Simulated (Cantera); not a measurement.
## Premixed flame

A freely propagating, adiabatic, planar premixed flame of CH4 : O2 : N2 = 1 : 2.94 : 8.82 (molar parts), equivalence ratio 0.68, unburnt at 373 K and 0.600 bar; unity-Lewis-number transport, grid criteria slope 0.08 and curve 0.16, no radiation.

Computed with Cantera and GRI-Mech 3.0 (53 species, 325 reactions). Unity Lewis numbers drop preferential diffusion, which matters most where H2 and H carry the flame. Burning velocities carry a grid error of a few per cent, more on coarse grids.

```csv
z (mm),T (K),u (m/s),x CH4,x O2,x CO,x O,x CH2CO,x H2O
-1.89,373,0.490,0.0784,0.230,5.57e-6,<1e-8,<1e-8,2.02e-5
-1.26,376,0.493,0.0782,0.230,6.33e-5,<1e-8,6.61e-8,0.000230
-0.947,385,0.506,0.0777,0.229,0.000308,<1e-8,3.21e-7,0.00112
-0.631,454,0.597,0.0739,0.223,0.00207,<1e-8,2.16e-6,0.00751
-0.316,828,1.10,0.0523,0.188,0.0122,2.28e-6,1.29e-5,0.0442
-0.158,1203,1.60,0.0286,0.150,0.0232,8.64e-5,2.59e-5,0.0843
0,1579,2.13,0.00583,0.106,0.0326,0.00173,2.63e-5,0.126
0.158,1723,2.32,0.000288,0.0861,0.0275,0.00565,3.98e-6,0.139
0.316,1776,2.38,9.54e-6,0.0808,0.0203,0.00662,2.38e-7,0.141
0.631,1846,2.47,1.93e-8,0.0772,0.0130,0.00590,<1e-8,0.143
1.26,1924,2.55,<1e-8,0.0751,0.00807,0.00400,<1e-8,0.146
2.53,1988,2.63,<1e-8,0.0740,0.00465,0.00215,<1e-8,0.150
5.05,2030,2.67,<1e-8,0.0734,0.00232,0.00102,<1e-8,0.153
```
x: mole fraction of selected species; z is measured from the peak of heat release.

- laminar burning velocity = 48.9 cm/s
- thermal thickness = 0.631 mm
- peak x(CO) = 0.0327
- peak x(O) = 0.00664
- peak x(CH2CO) = 3.15e-5
- grid points = 129
